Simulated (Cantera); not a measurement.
## Hydrocarbon pyrolysis for carbon deposition

A perfectly stirred reactor is fed with CH4 : N2 = 1 : 3.2 (molar parts), at 20.0 Torr; it is held at 1548 K, and followed from long to short residence time.

Computed with Cantera and GRI-Mech 3.0 (53 species, 325 reactions). GRI-Mech 3.0 stops at C3 and has no aromatics, soot or wall deposition, so with more carbon than oxygen in the feed, carbon stays in small species such as C2H2 where larger ones or solid carbon would form. Radical loss at walls, strong at low pressure, is not modelled.

```
τ (s)   x CH4     x CH2      x H    x C2H4      x H2    x C2H6     x C2H
------  -----  --------  -------  --------  --------  --------  --------
0.52    0.178   1.01e-7  1.42e-5   0.00325    0.0702  0.000109   1.07e-8
0.31    0.196   1.07e-7  9.92e-6   0.00381    0.0476  0.000131   6.88e-9
0.18    0.212   1.05e-7  6.00e-6   0.00379    0.0280  0.000143   3.56e-9
0.11    0.224   9.10e-8  3.22e-6   0.00297    0.0146  0.000130   1.50e-9
0.062   0.232   5.97e-8  1.23e-6   0.00149   0.00523   8.62e-5  3.66e-10
0.036   0.236   3.05e-8  4.38e-7  0.000509   0.00157   4.20e-5  7.03e-11
0.021   0.237   1.31e-8  1.79e-7  0.000135  0.000462   1.64e-5  1.25e-11
0.012   0.238   4.89e-9  9.38e-8   2.94e-5  0.000151   5.27e-6  2.00e-12
0.0072  0.238   1.90e-9  6.73e-8   6.85e-6   6.71e-5   1.68e-6    <1e-12
0.0042  0.238  6.81e-10  5.73e-8   1.42e-6   3.37e-5   4.57e-7    <1e-12
```
x: mole fraction; the columns are a selection and need not sum to one.
